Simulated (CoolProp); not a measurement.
A simple Rankine cycle with n-octane: condensing at 333.15 K, boiler at 0.168 MPa, turbine inlet 568.1 K, turbine efficiency 0.7, pump efficiency 0.8, no recuperator. Each further row changes one setting.

Model: reference Helmholtz-energy equation of state, Beckmüller 2019, in CoolProp.

```
case                             thermal efficiency (%)  net work (kJ/kg)  heat in (kJ/kg)  turbine exit temperature (K)  volume ratio over the turbine
-------------------------------  ----------------------  ----------------  ---------------  ----------------------------  -----------------------------
as stated                                    (withheld)              76.3              881                         538.5                           15.5
turbine inlet 588.1 K                               8.4              79.1       (withheld)                         558.3                           15.5
condensing temperature 325.15 K                     9.5              85.7       (withheld)                    (withheld)                           22.0
boiler pressure 0.118 MPa                           7.6              67.1              882                         542.4                     (withheld)
turbine efficiency 0.6                              7.4              65.3              881                         542.6                     (withheld)
```

Problem. Complete the blanks.

Solution. 
- as stated, thermal efficiency (%): 8.7
- turbine inlet 588.1 K, heat in (kJ/kg): 937
- condensing temperature 325.15 K, heat in (kJ/kg): 899
- condensing temperature 325.15 K, turbine exit temperature (K): 534.9
- boiler pressure 0.118 MPa, volume ratio over the turbine: 10.9
- turbine efficiency 0.6, volume ratio over the turbine: 15.7
